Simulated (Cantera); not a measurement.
**Gas-phase reforming**

An isothermal, constant-pressure homogeneous reactor starts with 29.1 % CH4, 55.3 % H2O, 14.0 % H2, 1.66 % N2, at 2048 K and 4.80 bar.

Cantera simulation using GRI-Mech 3.0 (53 species, 325 reactions); the numbers are that mechanism's predictions, not measurements.

```json
[
 {"t (s)": "0.000900", "x CH4": "0.0221", "x H2O": "0.349", "x H2": "0.489", "x CH2O": "6.72e-6", "x CH2CO": "8.85e-5", "x OH": "5.73e-5"},
 {"t (s)": "0.00228", "x CH4": "0.0166", "x H2O": "0.284", "x H2": "0.542", "x CH2O": "3.55e-6", "x CH2CO": "4.76e-5", "x OH": "4.40e-5"},
 {"t (s)": "0.00580", "x CH4": "0.0107", "x H2O": "0.219", "x H2": "0.594", "x CH2O": "1.60e-6", "x CH2CO": "1.76e-5", "x OH": "3.21e-5"},
 {"t (s)": "0.0147", "x CH4": "0.00484", "x H2O": "0.174", "x H2": "0.632", "x CH2O": "6.62e-7", "x CH2CO": "3.70e-6", "x OH": "2.46e-5"},
 {"t (s)": "0.0374", "x CH4": "0.000760", "x H2O": "0.158", "x H2": "0.647", "x CH2O": "2.81e-7", "x CH2CO": "1.91e-7", "x OH": "2.19e-5"},
 {"t (s)": "0.0949", "x CH4": "2.44e-6", "x H2O": "0.157", "x H2": "0.648", "x CH2O": "2.21e-7", "x CH2CO": "3.07e-10", "x OH": "2.18e-5"},
 {"t (s)": "0.241", "x CH4": "2.19e-7", "x H2O": "0.157", "x H2": "0.648", "x CH2O": "2.21e-7", "x CH2CO": "2.76e-11", "x OH": "2.18e-5"},
 {"t (s)": "0.611", "x CH4": "2.19e-7", "x H2O": "0.157", "x H2": "0.648", "x CH2O": "2.21e-7", "x CH2CO": "2.76e-11", "x OH": "2.18e-5"},
 {"t (s)": "1.55", "x CH4": "2.19e-7", "x H2O": "0.157", "x H2": "0.648", "x CH2O": "2.21e-7", "x CH2CO": "2.76e-11", "x OH": "2.18e-5"},
 {"t (s)": "3.94", "x CH4": "2.19e-7", "x H2O": "0.157", "x H2": "0.648", "x CH2O": "2.21e-7", "x CH2CO": "2.76e-11", "x OH": "2.18e-5"},
 {"t (s)": "10.0", "x CH4": "2.19e-7", "x H2O": "0.157", "x H2": "0.648", "x CH2O": "2.21e-7", "x CH2CO": "2.76e-11", "x OH": "2.18e-5"}
]
```
x: mole fraction; the columns are a selection and need not sum to one.

Equilibrium at this temperature and pressure: CH4 2.52e-7, H2O 0.157, H2 0.648, CH2O 2.21e-7, CH2CO 3.17e-11, OH 2.18e-5 (gas phase only).
